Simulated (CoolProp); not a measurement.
Vapour-liquid equilibrium of o-xylene (1) + n-undecane (2) at 0.079 MPa; x and y are mole fractions of (1).

Computed with CoolProp (multi-fluid Helmholtz-energy mixture model, Zhou 2012 and Aleksandrov 2011; pair parameters Bell 2016).

| x | bubble temperature (°C) | y at the bubble point | dew temperature at overall composition x (°C) | liquid density (mol/L) |
|---|---|---|---|---|
| 0.05 | 181.9 | 0.139 | 184.5 | 4.008 |
| 0.15 | 174.4 | 0.365 | 181.6 | 4.252 |
| 0.25 | 167.6 | 0.534 | 178.4 | 4.512 |
| 0.35 | 161.6 | 0.660 | 175.0 | 4.791 |
| 0.45 | 156.2 | 0.755 | 171.2 | 5.091 |
| 0.55 | 151.4 | [?] | 166.9 | 5.417 |
| 0.65 | [?] | 0.882 | 162.1 | 5.772 |
| 0.75 | 143.3 | 0.925 | [?] | 6.161 |
| 0.85 | [?] | 0.960 | 149.7 | 6.592 |
| 0.95 | 136.7 | 0.988 | 140.9 | 7.070 |

Some entries are withheld; supply them.


- 0.55, y at the bubble point: 0.827
- 0.65, bubble temperature (°C): 147.1
- 0.75, dew temperature at overall composition x (°C): 156.5
- 0.85, bubble temperature (°C): 139.8

No azeotrope shows between x = 0.05 and 0.95.

The pair parameters rest on a limited set of measurements; away from them the model extrapolates.
